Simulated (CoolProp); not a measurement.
CH3F (R41) along the isotherm 330 K: density (kg/m³) from the reference equation and from simpler models built on Tc = 317.3 K, pc = 59.06 bar, ω = 0.200; each cubic takes its own stable root.

The numbers come from the reference Helmholtz-energy equation of state, Lemmon 2006 in CoolProp. It is a short technical equation, of lower accuracy than the large ones.

```tsv
p (bar)	phase	reference	ideal gas	van der Waals
0.467	gas	0.5808	0.5793	0.5805
0.885	gas	1.103	1.098	1.102
1.68	gas	2.105	2.084	2.100
3.18	gas	4.020	3.944	4.003
6.03	gas	7.758	7.479	7.696
11.4	gas	15.19	14.14	___
21.7	gas	31.13	___	30.20
41.1	gas	___	___	___
77.9	supercritical	339.7	___	270.0
148	supercritical	___	___	357.2
```

Some entries are withheld; supply them.


- 11.4, van der Waals: 14.95
- 21.7, ideal gas: 26.92
- 41.1, reference: 70.53
- 41.1, ideal gas: 50.98
- 41.1, van der Waals: 66.28
- 77.9, ideal gas: 96.62
- 148, reference: 554.7
- 148, ideal gas: 183.6
